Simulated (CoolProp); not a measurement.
The numbers come from the reference Helmholtz-energy equation of state, Beckmüller 2019 in CoolProp.

Problem. For n-octane, give the phase and the Z, cp (kJ/(kg K)), isothermal compressibility (1/MPa), expansivity (1/kK) at 620 K and 1.24 MPa; 620 K and 2.48 MPa; 620 K and 3.31 MPa.

Solution. 
- 620 K and 1.24 MPa: gas; Z 0.859, cp 3.04, isothermal compressibility 0.948, expansivity 2.74
- 620 K and 2.48 MPa: gas; Z 0.695, cp 3.33, isothermal compressibility 0.611, expansivity 5.47
- 620 K and 3.31 MPa: supercritical; Z 0.566, cp 3.84, isothermal compressibility 0.595, expansivity 10.2
